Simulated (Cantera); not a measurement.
Charge: 1 mol SiCl4, 5 mol HCl, 0.27 mol H2, equilibrated at 1325 K and 0.880 bar.

These are equilibrium values from Cantera (NASA tables, ideal gas, pure condensed phases), not measurements of a reactor. Candidate condensed phases: Si; 19 gas species. The tables' values for SiCl3 are old estimates; treat these amounts as uncertain. Equilibrium is a limit: real reactors are often held back by kinetics, nucleation or transport.

Q: What is the equilibrium state?

A: 
```json
{
 "x(HCl)": "0.798",
 "x(SiCl4)": "0.158",
 "x(H2)": "0.0421",
 "x(SiCl3)": "0.000889",
 "x(SiHCl3)": "0.000427",
 "x(SiCl2)": "2.72e-5",
 "x(Cl)": "5.68e-6",
 "gas_amount": "6.273 mol",
 "log10 activity of Si(s) (absent)": "-6.18"
}
```
